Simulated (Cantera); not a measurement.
Input: 1 mol SiO2, 1.3 mol Al2O3, 5.2 mol H2O, held at 1675 K and 52.0 mbar.

Equilibrium computed with Cantera from the NASA thermochemical tables; the gas is ideal and each condensed phase is pure. Candidate condensed phases: Al, Al2O3, Al2SiO5, Al6Si2O13, H2O, Si, SiO2; 28 gas species. Mutual solubility and eutectic melting of coexisting phases are not modelled. The tables hold silica as quartz up to 1696 K and as liquid above; real silica turns to tridymite and cristobalite and melts near 1996 K. Condensed phases not in the tables: alloys, solid solutions and most ternary compounds. Gases not in the tables: Si(OH)4. Equilibrium is a limit: real reactors are often held back by kinetics, nucleation or transport.

Base state: H2O 0.996, H2 0.00217, O2 0.000959, OH 0.000526, H 2.37e-5 (mole fractions); condensed: Al6Si2O13(mullite) + SiO2(β-quartz).

Problem. What changes in the equilibrium state with this change: temperature from 1675 K to 748.15 K?

Solution. 
```csv
species,before,after
H2O,0.996,1.00
H2,0.00217,<1e-9
O2,0.000959,<1e-9
OH,0.000526,<1e-9
H,2.37e-5,<1e-9
"Al6Si2O13(mullite), mol",0.433,0
"SiO2(β-quartz), mol",0.133,0
"Al2O3(s), mol",0,0.300
"Al2SiO5(andalusite), mol",0,1.00
```
